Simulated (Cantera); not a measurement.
Standard-state values (1 bar) from the NASA 1993 polynomials, evaluated with Cantera. Values are per mole of reaction as written; species without (g) are pure solids or liquids, kept so even where they would boil at 1 bar.

3 SrO + 6 Cl(g) → 3 SrCl₂ + O₃(g)

| T (K) | ΔH° (kJ) | ΔS° (J/K) | ΔG° (kJ) | log10 K | condensed phases |
|---|---|---|---|---|---|
| 425 | ? | ? | ? | ? | SrO(s), SrCl₂(s) |
| 625 | -1295.5 | -572.6 | -937.6 | 78.36 | SrO(s), SrCl₂(s) |
| 825 | ? | ? | ? | ? | SrO(s), SrCl₂(s) |
| 1025 | -1261.8 | -536.8 | -711.6 | 36.26 | SrO(s), SrCl₂(s) |
| 1225 | -1193.2 | -476.4 | -609.6 | 25.99 | SrO(s), SrCl₂(l) |
| 1425 | -1180.5 | -466.8 | -515.3 | 18.89 | SrO(s), SrCl₂(l) |

Task: Some entries are withheld; supply them.

Result: 
- 425, ΔH° (kJ): -1296.5
- 425, ΔS° (J/K): -574.3
- 425, ΔG° (kJ): -1052.4
- 425, log10 K: 129.34
- 825, ΔH° (kJ): -1291.6
- 825, ΔS° (J/K): -567.3
- 825, ΔG° (kJ): -823.6
- 825, log10 K: 52.14
